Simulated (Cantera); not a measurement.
**Ignition delay**

Mixture: CH3OH : O2 : N2 = 1 : 1 : 3.76 (molar parts), at 39.0 bar, adiabatic and at constant volume. Ignition delay is the time to a rise of 400 K.

Cantera simulation using GRI-Mech 3.0 (53 species, 325 reactions); the numbers are that mechanism's predictions, not measurements. GRI-Mech 3.0 was tuned for natural gas; its chemistry of methanol as a main component is partial and can be far from experiment. The pressure lies above the range GRI-Mech 3.0 was tuned for (to about 10 atm).

| T0 (K) | delay (ms) |
|---|---|
| 1123 | 2.18 |
| 1223 | 0.363 |
| 1323 | 0.0798 |
| 1423 | 0.0221 |
| 1523 | 0.00748 |
| 1623 | 0.00297 |
| 1723 | 0.00134 |
| 1823 | 0.000671 |

The apparent activation energy between 1623 and 1823 K is 180 kJ/mol.
